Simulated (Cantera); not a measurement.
Gas mixture: 34.1 % H2O, 65.9 % CH4, at 0.000642 atm, frozen composition.

Cantera's kinetic-theory transport with the Lennard-Jones parameters of GRI-Mech 3.0, ideal gas; thermal conductivity in the mixture-averaged form. Polar gases are described roughly by these parameters. The composition is frozen, though it would react at the higher temperatures.

D: mixture-averaged diffusion coefficient of that species in the mixture.

| T (K) | ρ (kg/m³) | cp (J/kg/K) | μ (µPa s) | λ (mW/m/K) | Pr | D (cm²/s) OH | D (cm²/s) CO2 | D (cm²/s) H2O |
|---|---|---|---|---|---|---|---|---|
| 400 | 0.000327 | 2297 | 14.3 | 45.5 | 0.720 | 895 | ? | 621 |
| 650 | 0.000201 | 2951 | 21.6 | 86.5 | 0.736 | 2080 | ? | 1560 |
| 900 | 0.000145 | 3531 | 28.0 | 133 | 0.746 | 3630 | ? | 2810 |
| 1150 | 0.000114 | 4022 | 33.9 | 180 | 0.755 | 5470 | ? | 4320 |
| 1400 | 9.33e-5 | 4402 | 39.3 | 228 | 0.759 | 7610 | ? | 6080 |
| 1650 | 7.92e-5 | 4701 | 44.3 | 274 | 0.761 | 10000 | ? | 8050 |
| 1900 | 6.88e-5 | 4936 | 49.1 | 318 | 0.761 | 12600 | ? | 10200 |

**Question.** What belongs in the gaps?

**Answer.** 
- 400, D (cm²/s) CO2: 453
- 650, D (cm²/s) CO2: 1110
- 900, D (cm²/s) CO2: 1970
- 1150, D (cm²/s) CO2: 3010
- 1400, D (cm²/s) CO2: 4220
- 1650, D (cm²/s) CO2: 5570
- 1900, D (cm²/s) CO2: 7060
